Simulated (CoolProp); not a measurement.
Values from CoolProp's reference Helmholtz-energy equation of state, McLinden 2020.

**Question.** For R1336mzz(Z), give the phase and the speed of sound (m/s), fugacity coefficient at 155.15 °C and 4.23 MPa.

**Answer.** 
- 155.15 °C and 4.23 MPa: liquid; speed of sound 232, fugacity coefficient 0.399
